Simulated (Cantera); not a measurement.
A closed system holds: 1 mol SiH4, 0.73 mol H2O, held at 1523.15 K and 0.100 bar.

These are equilibrium values from Cantera (NASA tables, ideal gas, pure condensed phases), not measurements of a reactor. Candidate condensed phases: H2O, Si, SiO2; 18 gas species. Mutual solubility and eutectic melting of coexisting phases are not modelled. The tables hold silica as quartz up to 1696 K and as liquid above; real silica turns to tridymite and cristobalite and melts near 1996 K. Rates play no part.

Base state: H2 0.992, SiO 0.00785, H 7.29e-5 (mole fractions); condensed: Si(s) + SiO2(β-quartz).

Q: What changes in the equilibrium state with this change: temperature from 1523.15 K to 1175 K?

A: 
| species | before | after |
|---|---|---|
| H2 | 0.992 | 1.000 |
| SiO | 0.00785 | 2.57e-6 |
| H | 7.29e-5 | 3.88e-7 |
| Si(s), mol | 0.624 | 0.635 |
| SiO2(β-quartz), mol | 0.354 | 0.365 |
